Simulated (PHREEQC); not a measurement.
Consider water at 25 °C with 0.029 mol HCl, 0.00054 mol SrCl2 and 0.0078 mol NaCl per kg of water. Closed to the air; pH follows from the charge balance.

The numbers come from PHREEQC with the Pitzer model, pitzer.dat.

**Question.** The ionic strength comes out as 0.0384 mol/kgw. What activity coefficients do Na+, Cl-, Sr+2, H+ get?

**Answer.** Na+ 0.85, Cl- 0.83, Sr+2 0.50, H+ 0.86. Single-ion values are on the MacInnes scale.

No solid was allowed to form. Complexes and solids missing from the database can't appear.
